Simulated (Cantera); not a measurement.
An isothermal, constant-pressure homogeneous reactor starts with CH4 : N2 = 1 : 20 (molar parts), at 1523 K and 0.428 Torr. Integrator tolerance rtol = 1e-08.

Cantera simulation using GRI-Mech 3.0 (53 species, 325 reactions); the numbers are that mechanism's predictions, not measurements. GRI-Mech 3.0 stops at C3 and has no aromatics, soot or wall deposition, so with more carbon than oxygen in the feed, carbon stays in small species such as C2H2 where larger ones or solid carbon would form. Radical loss at walls, strong at low pressure, is not modelled.

What does this change do: pressure from 0.428 Torr to 20.0 Torr?


| quantity | before | after |
|---|---|---|
| x(CH4) at 30.0 s | 0.0335 (gas-phase equilibrium 4.90e-7) | 0.00220 (gas-phase equilibrium 2.29e-5) |
| x(CH2) at 30.0 s | 1.63e-7 (gas-phase equilibrium 1.18e-10) | 8.47e-9 (gas-phase equilibrium 1.18e-10) |
| x(C2H2) at 30.0 s | 0.00526 (gas-phase equilibrium 0.00533) | 0.0217 (gas-phase equilibrium 0.00533) |
| x(H2) at 30.0 s | 0.0186 (gas-phase equilibrium 0.0680) | 0.0650 (gas-phase equilibrium 0.0681) |
| x(C2H4) at 30.0 s | 0.00132 (gas-phase equilibrium 4.65e-8) | 1.15e-5 (gas-phase equilibrium 2.17e-6) |
| x(C2H6) at 30.0 s | 1.70e-6 (gas-phase equilibrium <1e-12) | 1.33e-7 (gas-phase equilibrium 2.87e-11) |
| x(H) at 30.0 s | 1.26e-5 (gas-phase equilibrium 0.000254) | 3.09e-5 (gas-phase equilibrium 3.72e-5) |

What does this change do: pressure from 0.428 Torr to 1.50 Torr?


| quantity | before | after |
|---|---|---|
| x(CH4) at 30.0 s | 0.0335 (gas-phase equilibrium 4.90e-7) | 0.0136 (gas-phase equilibrium 1.72e-6) |
| x(CH2) at 30.0 s | 1.63e-7 (gas-phase equilibrium 1.18e-10) | 9.07e-8 (gas-phase equilibrium 1.18e-10) |
| x(C2H2) at 30.0 s | 0.00526 (gas-phase equilibrium 0.00533) | 0.0160 (gas-phase equilibrium 0.00533) |
| x(H2) at 30.0 s | 0.0186 (gas-phase equilibrium 0.0680) | 0.0484 (gas-phase equilibrium 0.0681) |
| x(C2H4) at 30.0 s | 0.00132 (gas-phase equilibrium 4.65e-8) | 0.000157 (gas-phase equilibrium 1.63e-7) |
| x(C2H6) at 30.0 s | 1.70e-6 (gas-phase equilibrium <1e-12) | 9.72e-7 (gas-phase equilibrium <1e-12) |
| x(H) at 30.0 s | 1.26e-5 (gas-phase equilibrium 0.000254) | 3.23e-5 (gas-phase equilibrium 0.000136) |
